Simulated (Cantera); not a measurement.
## Equilibrium for silicon epitaxy and polysilicon growth: Si3H8 + HCl + N2

Input: 1 mol Si3H8, 0.28 mol HCl, 140 mol N2, held at 800 K and 0.0110 bar.

These are equilibrium values from Cantera (NASA tables, ideal gas, pure condensed phases), not measurements of a reactor. Candidate condensed phases: NH4Cl, Si, Si3N4; 28 gas species. The feed counts by its element totals alone. N2 is the only nitrogen source here; it is nearly inert below about 1500 K, so the nitride shown seldom forms there in practice. Equilibrium is a limit: real reactors are often held back by kinetics, nucleation or transport.

```
Item                                 Result
--------------------------------  ---------
x(N2)                                 0.970
x(H2)                                0.0281
x(HCl)                              0.00197
n(Si3N4(s))                        1.00 mol
gas amount                        142.3 mol
log10 activity of Si(s) (absent)      -9.13
```
